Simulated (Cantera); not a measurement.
What does this Cantera script print?

```python
import numpy as np
import cantera as ct

gas = ct.Solution("gri30.yaml")
gas.TPX = 1398, 31000, {'CH4': 1, 'N2': 48}
inlet = ct.Reservoir(gas, clone=True)

reactor = ct.IdealGasConstPressureReactor(gas, energy="off", clone=False)
exhaust = ct.Reservoir(gas, clone=True)
tau = [5.9, 2.6, 1.2, 0.52, 0.23, 0.1, 0.046, 0.02, 0.009, 0.004, 0.0018][0]
for a, b in ((inlet, reactor), (reactor, exhaust)):
    ct.MassFlowController(a, b, mdot=lambda t: reactor.mass / tau)
net = ct.ReactorNet([reactor])
show = ['CH4', 'C2H2', 'C2H', 'CH2', 'C2H4', 'C2H6']

rows = []
print(f"{'tau/s':>10s}{'T/K':>9s}" + "".join(f"{s:>11s}" for s in show))
for tau in [5.9, 2.6, 1.2, 0.52, 0.23, 0.1, 0.046, 0.02, 0.009, 0.004, 0.0018]:
    net.initial_time = 0.0
    net.advance(30 * tau)
    before = gas.X
    net.advance(40 * tau)
    drift = np.max(np.abs(gas.X - before) / (gas.X + 1e-9))
    rows.append([gas.T, *gas[show].X, drift])
    print(f"{tau:10.3e}{gas.T:9.1f}" + "".join(f"{x:11.3e}" for x in gas[show].X))
```

Result:

```
     tau/s      T/K        CH4       C2H2        C2H        CH2       C2H4       C2H6
 5.900e+00   1398.0  1.632e-02  1.857e-03  8.916e-11  5.431e-10  1.245e-04  1.680e-05
 2.600e+00   1398.0  1.800e-02  9.839e-04  5.281e-11  6.953e-10  1.627e-04  2.447e-05
 1.200e+00   1398.0  1.908e-02  4.417e-04  2.667e-11  8.081e-10  1.715e-04  3.072e-05
 5.200e-01   1398.0  1.981e-02  1.278e-04  8.920e-12  7.944e-10  1.264e-04  3.145e-05
 2.300e-01   1398.0  2.018e-02  2.220e-05  1.929e-12  5.844e-10  5.638e-05  2.290e-05
 1.000e-01   1398.0  2.034e-02  2.175e-06  2.917e-13  3.127e-10  1.489e-05  1.134e-05
 4.600e-02   1398.0  2.038e-02  1.872e-07  4.542e-14  1.443e-10  3.218e-06  4.460e-06
 2.000e-02   1398.0  2.040e-02  1.150e-08  5.198e-15  5.436e-11  5.173e-07  1.233e-06
 9.000e-03   1398.0  2.040e-02  6.622e-10  3.669e-16  1.750e-11  7.294e-08  2.501e-07
 4.000e-03   1398.0  2.041e-02  2.966e-11  1.107e-17  4.406e-12  7.868e-09  3.358e-08
 1.800e-03   1398.0  2.041e-02  1.242e-12  2.307e-19  1.008e-12  7.600e-10  3.634e-09
```

Cantera simulation using GRI-Mech 3.0 (53 species, 325 reactions); the numbers are that mechanism's predictions, not measurements. GRI-Mech 3.0 stops at C3 and has no aromatics, soot or wall deposition, so with more carbon than oxygen in the feed, carbon stays in small species such as C2H2 where larger ones or solid carbon would form.
